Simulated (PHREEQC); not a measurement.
Solution (25 °C): 0.0063 mol K2CO3 and 0.00042 mol Mn(NO3)2 per kg of water. Closed to the air; pH follows from the charge balance.

Computed with PHREEQC (ion-association model, wateq4f.dat).

No solid was allowed to form.

Order these C species by the share of C that they hold, largest first: CO3-2, HCO3-, MnCO3.

CO3-2 (79 %), HCO3- (15 %), MnCO3 (6.6 %)

The pH is 10.90 and the ionic strength 0.0176 mol/kgw. The solution is supersaturated, for example in Rhodochrosite, Pyrochroite, so a real one may precipitate; this is no full list.
